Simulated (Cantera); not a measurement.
Input: 1 mol CuO, 0.67 mol CH₄, 2 mol CO, at 0.0160 bar.

Cantera equilibrium calculation (NASA polynomials, part measured and part estimated; ideal gas, pure solids and liquids). Candidate condensed phases: C, C₆H₆, C₇H₈, C₈H₁₈, Cu, CuO, Cu(OH)₂, Cu₂O, H₂O; 113 gas species. Rates play no part.

Which condensed phases are stable at each of these points (T (K)): 1175, 1275, 1375, 1475, 1575, 1675, 1775?


```tsv
T (K)	condensed phases	Cu condensed (%)
1175	Cu(s)	100.0
1275	Cu(s)	100.0
1375	Cu(l)	100.0
1475	Cu(l)	99.9
1575	Cu(l)	99.3
1675	Cu(l)	97.1
1775	Cu(l)	89.6
```

From 1175 K to 1275 K the condensed part is Cu(s). From 1375 K to 1775 K the condensed part is Cu(l).
